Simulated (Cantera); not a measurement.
Charge: 1 mol Si, 0.74 mol Cl2, 25 mol H2, held at 3.90 Pa.

Method: chemical equilibrium by Gibbs-energy minimisation in Cantera with the NASA 1993 tables (ideal gas, pure condensed phases). Candidate condensed phases: Si; 19 gas species. The tables' values for SiCl3 are old estimates; treat these amounts as uncertain. Rates play no part. All values below are at 1150 K.

Base state: H2 0.948, HCl 0.0470, SiCl2 0.00512, SiCl3 7.49e-5, SiCl4 1.20e-5, H 1.16e-5 (mole fractions); condensed: Si(s).

Q: What changes in the equilibrium state with this change: Cl2 from 0.74 to 0.87 mol?

A: 
```csv
species,before,after
H2,0.948,0.940
HCl,0.0470,0.0534
SiCl2,0.00512,0.00669
SiCl4,1.20e-5,2.05e-5
SiCl3,7.49e-5,0.000112
H,1.16e-5,1.16e-5
"Si(s), mol",0.866,0.823
```
